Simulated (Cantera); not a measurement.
Adiabatic ignition

An adiabatic, constant-volume homogeneous reactor starts with H2 : O2 : N2 = 1 : 1.04 : 3.92 (molar parts), equivalence ratio 0.48, at 1375 K and 1600000 Pa.

Detailed kinetics in Cantera: the H2/O2 subset of GRI-Mech 3.0, which has no nitrogen chemistry. The hydrogen kinetics of GRI-Mech 3.0 are dated; newer H2 mechanisms differ, most at raised pressure. The pressure lies above the range GRI-Mech 3.0 was tuned for (to about 10 atm).

| t (s) | T (K) | P (bar) | x H2 | x O2 | x O | x H2O | x H |
|---|---|---|---|---|---|---|---|
| 2.00e-6 | 1392 | 16.2 | 0.165 | 0.173 | 0.000147 | 0.00244 | 0.000486 |
| 8.53e-6 | 2727 | 29.2 | 0.00171 | 0.0949 | 0.00232 | 0.174 | 0.000485 |
| 3.64e-5 | 2727 | 29.2 | 0.00171 | 0.0949 | 0.00232 | 0.174 | 0.000485 |
| 0.000155 | 2727 | 29.2 | 0.00171 | 0.0949 | 0.00232 | 0.174 | 0.000485 |
| 0.000663 | 2727 | 29.2 | 0.00171 | 0.0949 | 0.00232 | 0.174 | 0.000485 |
| 0.00283 | 2727 | 29.2 | 0.00171 | 0.0949 | 0.00232 | 0.174 | 0.000485 |
| 0.0121 | 2727 | 29.2 | 0.00171 | 0.0949 | 0.00232 | 0.174 | 0.000485 |
| 0.0515 | 2727 | 29.2 | 0.00171 | 0.0949 | 0.00232 | 0.174 | 0.000485 |
| 0.220 | 2727 | 29.2 | 0.00171 | 0.0949 | 0.00232 | 0.174 | 0.000485 |
| 0.937 | 2727 | 29.2 | 0.00171 | 0.0949 | 0.00232 | 0.174 | 0.000485 |
| 4.00 | 2727 | 29.2 | 0.00171 | 0.0949 | 0.00232 | 0.174 | 0.000485 |
x: mole fraction; the columns are a selection and need not sum to one.

```json
{
 "time_of_steepest_temperature_rise": "2.51 µs",
 "temperature at 4.00 s": "2727 K",
 "equilibrium_temperature": "2727 K",
 "x(H2) at 4.00 s": "0.00171 (gas-phase equilibrium 0.00171)",
 "x(O2) at 4.00 s": "0.0949 (gas-phase equilibrium 0.0949)",
 "x(O) at 4.00 s": "0.00232 (gas-phase equilibrium 0.00232)"
}
```
